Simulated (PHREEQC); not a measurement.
Make-up at 10 °C: 0.079 mol CdCl2 and 0.001 mol H2SO4 per kg of water. Closed to the air; pH follows from the charge balance.

All values are PHREEQC results (ion-association model, phreeqc.dat), not measurements.

```csv
quantity,before,after
pH,2.79,4.09
ionic strength (mol/kgw),0.106,0.135
SO4-2 (mol/kgw),0.000590,0.000624
HSO4- (mol/kgw),3.28e-5,1.63e-6
```

Which change was made?
A. CdCl2 left out
B. 0.03 mol/kgw LiF added
C. CdCl2 replaced by SrCl2 at the same molality

B, 0.03 mol/kgw LiF added

No solid was allowed to form. At this temperature some constants are extrapolated from 25 °C, and those without enthalpy data are left unchanged.
